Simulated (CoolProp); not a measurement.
Model: reference Helmholtz-energy equation of state, Schmidt 1985, in CoolProp. Above 300 K oxygen's equation is extrapolated.

For oxygen, give the phase and the Joule-Thomson coefficient (K/MPa), isothermal compressibility (1/MPa), fugacity coefficient at 119.1 K and 10.1 bar; 268.7 K and 36.3 bar; 575.8 K and 223 bar.


- 119.1 K and 10.1 bar: liquid; Joule-Thomson coefficient -0.0937, isothermal compressibility 0.00546, fugacity coefficient 0.831
- 268.7 K and 36.3 bar: gas; Joule-Thomson coefficient 3.04, isothermal compressibility 0.285, fugacity coefficient 0.964
- 575.8 K and 223 bar: supercritical; Joule-Thomson coefficient 0.160, isothermal compressibility 0.0416, fugacity coefficient 1.06
